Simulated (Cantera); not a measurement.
Mixture: H₂ : O₂ : N₂ = 1 : 0.685 : 2.58 (molar parts), equivalence ratio 0.73, at 1.00 bar, adiabatic and at constant pressure. Ignition delay is the time to a rise of 400 K.

Model: GRI-Mech 3.0 (53 species, 325 reactions), integrated in Cantera. Where the delays flatten at high temperature, the 400 K rule measures the pace of heat release, not the induction time.

Problem. What does this change do: pressure from 1.00 bar to 2.30 bar?

Solution. 
| quantity | before | after |
|---|---|---|
| delay at 1098 K | 91.3 µs | 61.7 µs |
| delay at 1248 K | 38.6 µs | 17.1 µs |
| delay at 1398 K | 24.0 µs | 9.15 µs |
| delay at 1548 K | 19.3 µs | 6.33 µs |
| delay at 1698 K | 18.7 µs | 5.29 µs |
The hydrogen kinetics of GRI-Mech 3.0 are dated; newer H2 mechanisms differ, most at raised pressure.

Problem. What does this change do: 0.018 parts NO added?

Solution. 
```json
[
 {"quantity": "delay at 1098 K", "before": "91.3 µs", "after": "83.9 µs"},
 {"quantity": "delay at 1248 K", "before": "38.6 µs", "after": "38.0 µs"},
 {"quantity": "delay at 1398 K", "before": "24.0 µs", "after": "23.8 µs"},
 {"quantity": "delay at 1548 K", "before": "19.3 µs", "after": "19.1 µs"},
 {"quantity": "delay at 1698 K", "before": "18.7 µs", "after": "18.5 µs"}
]
```
The mechanism lacks 2 NO + O2 → 2 NO2 and HONO, so NO2 and the effect of NO are under-described below about 1400 K.
